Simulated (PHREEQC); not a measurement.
A solution holds 0.0048 mol/kgw Cu(NO3)2 and 0.00018 mol/kgw HBF4, at 43 °C. Closed to the air; pH follows from the charge balance.

Computed with PHREEQC (ion-association model, wateq4f.dat).

This is a speciation only: nothing precipitates in the calculation.

Q: What pH does the model give?

A: pH 3.41.

Q: In which forms is F present?

A: F- 56 %, HF 40 %, CuF+ 3.5 % of the F.

Constants without temperature data keep their 25 °C values here. Real BF4- forms and hydrolyses slowly; the run takes it at equilibrium.
